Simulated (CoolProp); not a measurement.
Model: reference Helmholtz-energy equation of state, Thol 2012, in CoolProp.

### Question
For benzene, give the phase and the cv (kJ/(kg K)), expansivity (1/kK), conductivity (mW/(m K)), fugacity coefficient at 597.6 K and 29.1 MPa; 608.8 K and 29.1 MPa; 614.4 K and 29.1 MPa.

### Answer
- 597.6 K and 29.1 MPa: supercritical; cv 2.02, expansivity 1.76, conductivity 92.1, fugacity coefficient 0.291
- 608.8 K and 29.1 MPa: supercritical; cv 2.05, expansivity 1.81, conductivity 91.0, fugacity coefficient 0.313
- 614.4 K and 29.1 MPa: supercritical; cv 2.06, expansivity 1.83, conductivity 90.4, fugacity coefficient 0.324

Thermal conductivity comes from a separate model (Assael 2012).
